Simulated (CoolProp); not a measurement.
Aqueous potassium acetate as a coolant, 27 % by mass, freezing at -18.7 °C, 1 atm.

Computed with CoolProp (Melinder's fits for secondary coolants).

| T (°C) | cp (kJ/(kg K)) | Prandtl number | density (kg/m³) | viscosity (mPa s) |
|---|---|---|---|---|
| -12.4 | 3.252 | 42.2 | 1152 | 6.06 |
| -5.3 | 3.266 | 31.0 | 1150 | 4.51 |
| 1.7 | 3.279 | 23.6 | 1148 | 3.50 |
| 8.8 | 3.293 | 18.6 | 1145 | 2.79 |
| 15.8 | 3.305 | 15.1 | 1142 | 2.29 |
| 22.9 | 3.319 | 12.4 | 1139 | 1.92 |
| 29.9 | 3.332 | 10.5 | 1136 | 1.64 |
| 37 | 3.346 | 8.93 | 1133 | 1.42 |
